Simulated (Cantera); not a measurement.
B2H6 + NH3 (boron, boron nitride and boron oxide)

Charge: 1 mol B2H6, 0.18 mol NH3.

Equilibrium computed with Cantera from the NASA thermochemical tables; the gas is ideal and each condensed phase is pure. Candidate condensed phases: B, BN; 15 gas species. The feed counts by its element totals alone. Mutual solubility and eutectic melting of coexisting phases are not modelled. Rates play no part.

Problem. Map the stable condensed phases over T = 1475, 1525, 1575, 1625, 1675, 1725, 1775, 1825, 1875, 1925, 1975, 2025, 2075, 2125 K and P in Pa = 10, 46, 220, 1000, 4600, 22000, 100000.

Solution. 
```
T in K \ P in Pa
             10     46    220   1000   4600  22000 100000
   2125       A      A      A      A      B      B      B
   2075       A      A      A      A      B      B      B
   2025       A      A      A      B      B      B      B
   1975       A      A      A      B      B      B      B
   1925       A      A      B      B      B      B      B
   1875       A      A      B      B      B      B      B
   1825       A      B      B      B      B      B      B
   1775       A      B      B      B      B      B      B
   1725       B      B      B      B      B      B      B
   1675       B      B      B      B      B      B      B
   1625       B      B      B      B      B      B      B
   1575       B      B      B      B      B      B      B
   1525       B      B      B      B      B      B      B
   1475       B      B      B      B      B      B      B
```
A: B; B: B + BN.
